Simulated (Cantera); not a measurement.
A closed system holds: 1 mol Si3N4, 0.12 mol H2O, 160 mol N2, at 1.10 Pa.

Method: chemical equilibrium by Gibbs-energy minimisation in Cantera with the NASA 1993 tables (ideal gas, pure condensed phases). Candidate condensed phases: H2O, Si, SiO2, Si2N2O, Si3N4; 35 gas species. Mutual solubility and eutectic melting of coexisting phases are not modelled. Rates play no part.

x: gas mole fraction; n: condensed amount in mol.

| T (K) | x N2 | x Si | x H2 | x SiO | x H | n Si2N2O(s) | n Si3N4(s) | n Si(s) |
|---|---|---|---|---|---|---|---|---|
| 973 | 0.999 | <1e-12 | 0.000749 | ___ | 8.92e-9 | 0.120 | 0.920 | 0 |
| 1023 | 0.999 | <1e-12 | 0.000749 | ___ | 3.42e-8 | 0.120 | 0.920 | 0 |
| 1073 | 0.999 | <1e-12 | 0.000749 | ___ | 1.16e-7 | 0.120 | 0.920 | 0 |
| 1123 | 0.999 | 2.01e-11 | 0.000749 | ___ | 3.51e-7 | 0.120 | 0.920 | 0 |
| 1173 | 0.999 | 4.80e-10 | 0.000749 | ___ | 9.73e-7 | 0.120 | 0.920 | 0 |
| 1223 | 0.999 | 8.81e-9 | 0.000748 | ___ | 2.48e-6 | 0.119 | 0.920 | 0 |
| 1273 | 0.999 | 1.28e-7 | 0.000746 | ___ | 5.87e-6 | 0.115 | 0.922 | 0 |
| 1323 | 0.999 | 1.52e-6 | 0.000742 | ___ | 1.30e-5 | 0.0789 | 0.934 | 0 |
| 1373 | 0.998 | 1.51e-5 | 0.000735 | 0.000748 | 2.72e-5 | 0 | 0.959 | 0 |
| 1423 | 0.998 | 0.000127 | 0.000721 | 0.000748 | 5.38e-5 | 0 | 0.953 | 0 |
| 1473 | 0.998 | 0.000498 | 0.000689 | 0.000739 | 0.000100 | 0 | 0 | 2.80 |
| 1523 | 0.997 | 0.00164 | 0.000649 | 0.000738 | 0.000178 | 0 | 0 | 2.61 |

Task: Complete the blanks.

Result: 
- 973, x SiO: 1.29e-12
- 1023, x SiO: 4.46e-11
- 1073, x SiO: 1.10e-9
- 1123, x SiO: 2.05e-8
- 1173, x SiO: 2.95e-7
- 1223, x SiO: 3.40e-6
- 1273, x SiO: 3.22e-5
- 1323, x SiO: 0.000257
